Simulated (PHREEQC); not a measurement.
A solution holds 0.0018 mol/kgw NaHSO4, 0.012 mol/kgw KOH and 4.4e-05 mol/kgw NaCl, at 25 °C. Closed to the air; pH follows from the charge balance.

Model: ion-association model, wateq4f.dat, run in PHREEQC.

Precipitation was switched off in this run.

### Question
What pH does the model give?

### Answer
pH 11.95.

### Question
In which forms is S present?

### Answer
SO4-2 95 %, KSO4- 4.8 %, NaSO4- 0.5 % of the S.
